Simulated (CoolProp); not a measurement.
200 sccm (0 °C, 1 atm) of nitrogen bubbles through liquid dimethyl carbonate at 329.2 K and leaves saturated at a total pressure of 0.15 MPa (ideal gas phase). Each further row changes one setting.

Values from CoolProp's reference Helmholtz-energy equation of state, Zhou 2011.

```
case                      vapour pressure (kPa)  mole fraction of vapour  delivery (mg/min)  delivery (sccm)  change of delivery for a bath 1 K warmer (%)
------------------------  ---------------------  -----------------------  -----------------  ---------------  --------------------------------------------
as stated                                  29.9                    0.199                200             49.7                                           5.2
bath temperature 334.2 K                   36.4                    0.243                258             64.1                                           5.3
total pressure 0.3 MPa                     29.9                   0.0996               88.9             22.1                                           4.6
```
